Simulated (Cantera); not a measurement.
## Equilibrium for iron carbonyl, mercury and lead vapours: Fe(CO)5 + CO + N2 + H2

Feed: 1 mol Fe(CO)5, 0.11 mol CO, 0.19 mol N2, 2 mol H2, held at 0.100 bar.

Equilibrium computed with Cantera from the NASA thermochemical tables; the gas is ideal and each condensed phase is pure. Candidate condensed phases: C, C6H6, C7H8, C8H18, Fe, Fe(CO)5, FeO, Fe(OH)2, Fe(OH)3, Fe2O3, Fe3O4, H2O; 140 gas species. Condensed phases not in the tables: cementite and carbon dissolved in iron. Kinetics and transport are ignored.

```json
[
 {"T (°C)": "777", "x CO": "0.686", "x H2": "0.274", "x N2": "0.0264", "x CO2": "0.0101", "x H2O": "0.00341", "x CH4": "0.000428", "x HCN": "9.45e-7", "n C(graphite)": "0.0939", "n Fe(α)": "1.00", "n Fe(γ)": "0"},
 {"T (°C)": "802", "x CO": "0.691", "x H2": "0.273", "x N2": "0.0263", "x CO2": "0.00649", "x H2O": "0.00239", "x CH4": "0.000337", "x HCN": "1.34e-6", "n C(graphite)": "0.0618", "n Fe(α)": "1.00", "n Fe(γ)": "0"},
 {"T (°C)": "827", "x CO": "0.694", "x H2": "0.273", "x N2": "0.0262", "x CO2": "0.00425", "x H2O": "0.00170", "x CH4": "0.000268", "x HCN": "1.88e-6", "n C(graphite)": "0.0412", "n Fe(α)": "1.00", "n Fe(γ)": "0"},
 {"T (°C)": "852", "x CO": "0.696", "x H2": "0.273", "x N2": "0.0261", "x CO2": "0.00283", "x H2O": "0.00122", "x CH4": "0.000216", "x HCN": "2.60e-6", "n C(graphite)": "0.0279", "n Fe(α)": "1.00", "n Fe(γ)": "0"},
 {"T (°C)": "877", "x CO": "0.697", "x H2": "0.274", "x N2": "0.0261", "x CO2": "0.00192", "x H2O": "0.000895", "x CH4": "0.000175", "x HCN": "3.53e-6", "n C(graphite)": "0.0192", "n Fe(α)": "1.00", "n Fe(γ)": "0"},
 {"T (°C)": "902", "x CO": "0.698", "x H2": "0.274", "x N2": "0.0261", "x CO2": "0.00132", "x H2O": "0.000662", "x CH4": "0.000143", "x HCN": "4.74e-6", "n C(graphite)": "0.0134", "n Fe(α)": "1.00", "n Fe(γ)": "0"},
 {"T (°C)": "927", "x CO": "0.699", "x H2": "0.274", "x N2": "0.0261", "x CO2": "0.000923", "x H2O": "0.000496", "x CH4": "0.000118", "x HCN": "6.29e-6", "n C(graphite)": "0.00943", "n Fe(α)": "0", "n Fe(γ)": "1.00"},
 {"T (°C)": "952", "x CO": "0.699", "x H2": "0.274", "x N2": "0.0261", "x CO2": "0.000654", "x H2O": "0.000376", "x CH4": "9.84e-5", "x HCN": "8.25e-6", "n C(graphite)": "0.00674", "n Fe(α)": "0", "n Fe(γ)": "1.00"},
 {"T (°C)": "977", "x CO": "0.699", "x H2": "0.274", "x N2": "0.0260", "x CO2": "0.000471", "x H2O": "0.000288", "x CH4": "8.24e-5", "x HCN": "1.07e-5", "n C(graphite)": "0.00486", "n Fe(α)": "0", "n Fe(γ)": "1.00"}
]
```
x: gas mole fraction; n: condensed amount in mol.

From 777 °C to 902 °C the condensed part is C(graphite) + Fe(α). From 927 °C to 977 °C the condensed part is C(graphite) + Fe(γ).
